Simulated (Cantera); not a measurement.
A closed system holds: 1 mol V2O5, 3.2 mol H2, equilibrated at 81.0 mbar.

Equilibrium computed with Cantera from the NASA thermochemical tables; the gas is ideal and each condensed phase is pure. Candidate condensed phases: H2O, V, VO, V2O3, V2O4, V2O5; 12 gas species. Condensed phases not in the tables: the oxides between V2O3 and V2O5 other than VO2. Rates play no part. All values below are at 1898 K.

Base state: H2O 0.624, H2 0.374, H 0.00168, VO2 0.000276, OH 0.000229 (mole fractions); condensed: V2O3(s).

Task: What changes in the equilibrium state with this change: V2O5 replaced by V2O3?

Result: 
| species | before | after |
|---|---|---|
| H2 | 0.374 | 0.977 |
| H2O | 0.624 | 0.0204 |
| H | 0.00168 | 0.00271 |
| VO2 | 0.000276 | 3.09e-5 |
| OH | 0.000229 | 4.65e-6 |
| V2O3(s), mol | 1.000 | 0.934 |
| VO(s), mol | 0 | 0.131 |
Mutual solubility and eutectic melting of coexisting phases are not modelled. VO: taken at fixed stoichiometry.
